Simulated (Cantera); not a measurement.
Cantera run:

```python
import numpy as np
import cantera as ct

gas_names = """
    NO N2O O
""".split()
cond_names = """
    Nb(cr) Nb(L) NbO2(I) NbO2(II) NbO2(III) NbO2(L)
""".split()


# ... load() reads the species with a 1 bar reference pressure and builds the phases ...
species = {s.name: s for s in load("nasa_gas.yaml", gas_names) + load("nasa_condensed.yaml", cond_names)}
# Each term lists the table entries of one substance; the one whose range holds T is used.
reactions = {
    '4 NO(g) + Nb = NbO2 + 2 N2O(g)':
        [(-4, ['NO']), (-1, ['Nb(cr)', 'Nb(L)']), (1, ['NbO2(I)', 'NbO2(II)', 'NbO2(III)', 'NbO2(L)']), (2, ['N2O'])],
    'NbO2 = Nb + 2 O(g)':
        [(-1, ['NbO2(I)', 'NbO2(II)', 'NbO2(III)', 'NbO2(L)']), (1, ['Nb(cr)', 'Nb(L)']), (2, ['O'])],
}


def pick(names, T):
    return next(species[n] for n in names if species[n].thermo.min_temp <= T <= species[n].thermo.max_temp)


results = []
for label, terms in reactions.items():
    print(label)
    print("     T/K   dH/kJ  dS/(J/K)   dG/kJ   log10 K")
    for T in [2573, 2598, 2623, 2648, 2673, 2698, 2723, 2748, 2773, 2798, 2823]:
        used = [(nu, pick(names, T)) for nu, names in terms]
        dH = sum(nu * s.thermo.h(T) for nu, s in used) / 1e6
        dS = sum(nu * s.thermo.s(T) for nu, s in used) / 1e3
        dG = dH - T * dS / 1e3
        logK = -dG * 1e6 / (ct.gas_constant * T * np.log(10))
        results.append((label, T, dH, dS, dG, logK, [s.name for _, s in used]))
        print(f"{T:8g} {dH:8.1f} {dS:8.1f} {dG:8.1f} {logK:8.2f}")
```

It prints:

```
4 NO(g) + Nb = NbO2 + 2 N2O(g)
     T/K   dH/kJ  dS/(J/K)   dG/kJ   log10 K
    2573   -842.0   -294.2    -84.9     1.72
    2598   -841.3   -294.0    -77.6     1.56
    2623   -840.5   -293.7    -70.2     1.40
    2648   -839.8   -293.4    -62.9     1.24
    2673   -839.1   -293.1    -55.6     1.09
    2698   -838.4   -292.9    -48.2     0.93
    2723   -837.7   -292.6    -40.9     0.78
    2748   -837.0   -292.4    -33.6     0.64
    2773   -863.0   -301.8    -26.1     0.49
    2798   -862.1   -301.5    -18.5     0.35
    2823   -861.2   -301.2    -11.0     0.20
NbO2 = Nb + 2 O(g)
     T/K   dH/kJ  dS/(J/K)   dG/kJ   log10 K
    2573   1174.5    243.7    547.5   -11.12
    2598   1174.2    243.6    541.4   -10.89
    2623   1173.9    243.4    535.4   -10.66
    2648   1173.6    243.3    529.3   -10.44
    2673   1173.4    243.2    523.2   -10.22
    2698   1173.1    243.1    517.1   -10.01
    2723   1172.8    243.0    511.0    -9.80
    2748   1172.6    243.0    505.0    -9.60
    2773   1199.1    252.6    498.7    -9.39
    2798   1198.6    252.4    492.4    -9.19
    2823   1198.1    252.2    486.0    -8.99
```

Cantera with NASA thermochemical tables; ideal gases at 1 bar, condensed phases pure. Condensed species are held in their standard states even where they would react or evaporate.
